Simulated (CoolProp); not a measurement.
Model: reference Helmholtz-energy equation of state, Gao 2020, in CoolProp.

Question: Give the vapour pressure (bar), vapour density (kg/m³), liquid cp (kJ/(kg K)), liquid viscosity (µPa s) of saturated ammonia at 50.25 °C.

Answer: 
| T (°C) | p (bar) | vapour density (kg/m³) | liquid cp (kJ/(kg K)) | liquid viscosity (µPa s) |
|---|---|---|---|---|
| 50.25 | 20.5 | 15.9 | 5.07 | 104 |

Viscosity comes from a separate model (Fenghour 1995).
